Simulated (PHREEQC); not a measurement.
**Reverse-osmosis permeate**

Model water analysis in mg/kgw, 25 °C, pH 6.59, pe -0.9:

```tsv
constituent	mg/kgw
Na	0.331
K	4.13
Ca	2.42
Mg	4.94
Cl	9.68
S(6) as SO4	2.6
Alkalinity as HCO3	20
Sr	0.0275
```

Valence states are taken as typed.

The numbers come from PHREEQC with the ion-association model, phreeqc.dat.

No solid was allowed to form.

Q: Estimate the charge-balance error.

A: charge-balance error -0.6 %.

Q: In which forms is S present?

A: SO4-2 96 %, MgSO4 3.4 %, CaSO4 0.8 % of the S.

Complexes and solids missing from the database can't appear.
